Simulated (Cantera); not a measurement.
Charge: 1 mol HF, 0.03 mol O₂, 0.06 mol H₂, equilibrated at 10.0 Torr.

These are equilibrium values from Cantera (NASA tables, ideal gas, pure condensed phases), not measurements of a reactor. Candidate condensed phases: H₂O; 22 gas species. Equilibrium is a limit: real reactors are often held back by kinetics, nucleation or transport.

Problem. At 2475 K, list the 5 most abundant gas species with their mole fractions, and the condensed phases.

Solution. HF 0.910, H₂O 0.0255, H 0.0237, H₂ 0.0148, O 0.00871. Condensed: gas only.
